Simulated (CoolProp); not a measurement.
A Linde-Hampson liquefier for carbon monoxide: isothermal reversible compression at 200 K from 1 atm to 20 MPa, throttling to 1 atm, return gas leaving the recuperator 2 K below the feed. Each further row changes one setting.

Values from CoolProp's reference Helmholtz-energy equation of state, Lemmon 2006. It is a short technical equation, of lower accuracy than the large ones.

```
case                        liquid yield per pass  compression work (kJ/kg of gas)
--------------------------  ---------------------  -------------------------------
as stated                                     ___                              293
high pressure 40 MPa                          ___                              335
warm-end temperature 230 K                    ___                              348
warm-end gap 7 K                              ___                              293
```

Question: What belongs in the gaps?

Answer: 
- as stated, liquid yield per pass: 0.253
- high pressure 40 MPa, liquid yield per pass: 0.275
- warm-end temperature 230 K, liquid yield per pass: 0.175
- warm-end gap 7 K, liquid yield per pass: 0.242
